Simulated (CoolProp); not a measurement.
A Linde-Hampson liquefier for normal hydrogen: isothermal reversible compression at 230 K from 1 atm to 30 MPa, throttling to 1 atm, return gas leaving the recuperator 2 K below the feed. Each further row changes one setting.

Model: reference Helmholtz-energy equation of state, Leachman 2009, in CoolProp.

```tsv
case	compression work (kJ/kg of gas)
as stated	5600
high pressure 60 MPa	6490
warm-end temperature 260 K	6320
warm-end gap 7 K	5600
```
